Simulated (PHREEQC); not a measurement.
Make-up at 25 °C: 20 mmol/kgw NaBr, 0.73 mmol/kgw HCl and 6 mmol/kgw MnCl2. Closed to the air; pH follows from the charge balance.

Model: ion-association model, wateq4f.dat, run in PHREEQC.

No solid was allowed to form.

Task: Estimate the pH.

Result: pH 3.20.

Task: In which forms is Mn present?

Result: Mn+2 97 %, MnCl+ 2.5 % of the Mn.

Species that the database lacks are ignored.
